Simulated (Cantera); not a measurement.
Input: 1 mol borazine, 190 mol H2, 0.38 mol O2, held at 873 K and 20.0 Pa.

These are equilibrium values from Cantera (NASA tables, ideal gas, pure condensed phases), not measurements of a reactor. Candidate condensed phases: B, BN, B2O3, B3O3H3, H2O; 39 gas species. The feed counts by its element totals alone. Equilibrium is a limit: real reactors are often held back by kinetics, nucleation or transport.

Base state: H2 0.999, N2 0.00129, H2O 6.39e-5 (mole fractions); condensed: BN(s) + B2O3(l).

What changes in the equilibrium state with this change: borazine replaced by B?


```
species        before    after
------------  -------  -------
H2              0.999    1.000
B3O3H3          <1e-9  7.12e-5
H2O           6.39e-5  1.16e-9
N2            0.00129        0
BN(s), mol       2.50        0
B2O3(l), mol    0.249    0.240
B(s), mol           0    0.480
```

What changes in the equilibrium state with this change: temperature from 873 K to 2223.15 K?


| species | before | after |
|---|---|---|
| H2 | 0.999 | 0.623 |
| H | 3.31e-9 | 0.358 |
| B | <1e-9 | 0.00875 |
| BO | <1e-9 | 0.00273 |
| BH2 | <1e-9 | 0.000430 |
| BH | <1e-9 | 0.000107 |
| HBO | 6.91e-9 | 0.000399 |
| BN(s), mol | 2.50 | 0 |
| B2O3(l), mol | 0.249 | 0 |
The tables' values for BH2 are old estimates; treat these amounts as uncertain.
